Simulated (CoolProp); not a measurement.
Octamethyltrisiloxane (MDM) at 387.73 K and 0.178 MPa is throttled through a valve to 0.122 MPa with no heat exchange. Each further row changes one setting.

The numbers come from the reference Helmholtz-energy equation of state, Thol 2017 in CoolProp.

```json
[
 {"case": "as stated", "final density (kg/m³)": "721"},
 {"case": "outlet pressure 0.0366 MPa", "final density (kg/m³)": "720"},
 {"case": "outlet pressure 0.159 MPa", "final density (kg/m³)": "721"}
]
```
